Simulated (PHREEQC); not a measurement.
## Silver or lead bath

Dissolve 0.0108 mol Pb(NO3)2 and 0.24 mol HNO3 per kg of water at 25 °C. It is in equilibrium with CO2 at log p = -2 (atm). Otherwise closed; pH follows from the charge balance.

Model: ion-association model, phreeqc.dat, run in PHREEQC.

Precipitation was switched off in this run.

**Question.** Predict the pH, specific conductance, density.

**Answer.** pH 0.72; specific conductance 79000 µS/cm; density 1.008 g/cm³.

**Question.** In which forms is Pb present?

**Answer.** PbNO3+ 50 %, Pb+2 50 % of the Pb.
